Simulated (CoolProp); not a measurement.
Computed with CoolProp (reference Helmholtz-energy equation of state, Thol 2019).

Question: Give the vapour pressure (MPa), liquid viscosity (µPa s), vapour viscosity (µPa s), liquid conductivity (mW/(m K)) of saturated n-hexane at 115.35, 166.35, 179.05 °C.

Answer: 
```
T (°C)  p (MPa)  liquid viscosity (µPa s)  vapour viscosity (µPa s)  liquid conductivity (mW/(m K))
------  -------  ------------------------  ------------------------  ------------------------------
115.35    0.359                       137                      8.21                            96.7
166.35     1.02                      90.1                      10.4                            86.6
179.05     1.28                      80.4                      11.3                            84.2
```

Viscosity comes from a separate model (Michailidou 2013). Thermal conductivity comes from a separate model (Assael 2013).
